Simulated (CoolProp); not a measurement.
Vapour-liquid equilibrium of propylene (1) + n-heptane (2) at 320 K; x and y are mole fractions of (1).

The numbers come from the multi-fluid Helmholtz-energy mixture model, Lemmon 2013 and Span 2003; pair parameters Bell 2016 in CoolProp.

```
x     bubble pressure, mixture model (kPa)  bubble pressure, Raoult's law (kPa)  y, mixture model  y, Raoult's law
----  ------------------------------------  -----------------------------------  ----------------  ---------------
0.05                                 95.11                                111.7             0.828            0.859
0.15                                 277.7                                301.9             0.943            0.953
0.25                                 479.0                                492.2             0.968            0.975
0.35                                 682.9                                682.4             0.979            0.984
0.45                                 878.1                                872.7             0.984            0.990
0.55                                  1060                                 1063             0.988            0.993
0.65                                  1231                                 1253             0.990            0.995
0.75                                  1400                                 1443             0.993            0.997
0.85                                  1579                                 1634             0.995            0.998
0.95                                  1790                                 1824             0.998            1.000
```

The largest gap from Raoult's law is -14.9 % in bubble pressure, at x = 0.05. No azeotrope shows between x = 0.05 and 0.95.

The pair parameters rest on a limited set of measurements; away from them the model extrapolates. The gap from Raoult's law changes sign with composition, which may be real or a fault of the pair parameters; it wasn't checked against measurements.
